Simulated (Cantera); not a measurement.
A closed system holds: 1 mol BCl3, 1.1 mol N2, equilibrated at 1500 K and 0.0190 bar.

These are equilibrium values from Cantera (NASA tables, ideal gas, pure condensed phases), not measurements of a reactor. Candidate condensed phases: B, BN; 10 gas species. The tables' values for BCl2, BCl are old estimates; treat these amounts as uncertain. Kinetics and transport are ignored.

Base state: N2 0.523, BCl3 0.475, Cl 0.00114, BCl2 0.000495, BCl 1.38e-5 (mole fractions); condensed: BN(s).

Task: What changes in the equilibrium state with this change: BCl3 replaced by B?

Result: 
```json
[
 {"species": "N2", "before": "0.523", "after": "1.00"},
 {"species": "BCl3", "before": "0.475", "after": "0"},
 {"species": "Cl", "before": "0.00114", "after": "0"},
 {"species": "BCl2", "before": "0.000495", "after": "0"},
 {"species": "BCl", "before": "1.38e-5", "after": "0"},
 {"species": "BN(s), mol", "before": "0.000440", "after": "1.00"}
]
```

Task: What changes in the equilibrium state with this change: pressure from 0.0190 bar to 0.00133 bar?

Result: 
```tsv
species	before	after
N2	0.523	0.522
BCl3	0.475	0.472
Cl	0.00114	0.00428
BCl	1.38e-5	0.000196
BCl2	0.000495	0.00186
BN(s), mol	0.000440	0.00143
```
